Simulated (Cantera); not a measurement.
Input: 1 mol CsOH, 0.086 mol H₂O, at 1 atm.

Method: chemical equilibrium by Gibbs-energy minimisation in Cantera with the NASA 1993 tables (ideal gas, pure condensed phases). Candidate condensed phases: Cs, CsOH, H₂O; 15 gas species. Kinetics and transport are ignored.

log p: log10 of the partial pressure in bar; nothing condenses.

```tsv
T (K)	log p CsOH	log p H₂O	log p Cs	log p O₂	log p Cs₂(OH)₂	log p OH
1573	-0.03	-1.09	-2.60	-3.21	-2.60	-4.52
1623	-0.03	-1.09	[?]	[?]	[?]	[?]
1673	-0.03	-1.08	-2.27	-2.88	-2.94	-4.11
1723	-0.04	-1.08	-2.13	-2.73	-3.10	-3.93
1773	-0.04	-1.07	-1.99	-2.60	-3.25	-3.75
1823	-0.04	-1.06	[?]	[?]	[?]	[?]
1873	-0.05	-1.06	-1.74	-2.35	-3.53	-3.42
```

Problem. What belongs in the gaps?

Solution. 
- 1823, log p Cs: -1.86
- 1823, log p O₂: -2.47
- 1823, log p Cs₂(OH)₂: -3.40
- 1823, log p OH: -3.58
- 1623, log p Cs: -2.43
- 1623, log p O₂: -3.04
- 1623, log p Cs₂(OH)₂: -2.78
- 1623, log p OH: -4.31
